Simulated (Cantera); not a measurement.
Input: 1 mol Si₃N₄, 1.3 mol H₂, held at 100 Pa.

Equilibrium computed with Cantera from the NASA thermochemical tables; the gas is ideal and each condensed phase is pure. Candidate condensed phases: Si, Si₃N₄; 18 gas species. The tables' values for SiN are old estimates; treat these amounts as uncertain. Gases not in the tables: Si₂H₆ and higher silanes. Kinetics and transport are ignored.

x: gas mole fraction; n: condensed amount in mol.

```csv
T (K),x N₂,x Si,x H₂,x H,x Si₂,x SiH,n Si(s),n Si(l)
1648,0.605,0.000258,0.393,0.00176,8.58e-7,9.39e-6,3.00,0
1848,0.599,___,0.384,___,___,___,0,___
2048,0.546,0.0756,0.334,0.0409,0.000877,0.000840,0,2.71
2248,0.305,0.440,0.153,0.0908,0.00585,0.00220,0,0
2448,0.288,0.427,0.0915,0.190,0.00141,0.00117,0,0
2648,0.273,0.408,___,___,___,___,0,0
2848,0.266,0.398,0.0112,0.323,0.000142,0.000221,0,0
```

Complete the blanks.


- 2648, x H₂: 0.0366
- 2648, x H: 0.281
- 2648, x Si₂: 0.000404
- 2648, x SiH: 0.000527
- 1848, x Si: 0.00627
- 1848, x H: 0.0104
- 1848, x Si₂: 4.36e-5
- 1848, x SiH: 0.000123
- 1848, n Si(l): 2.98
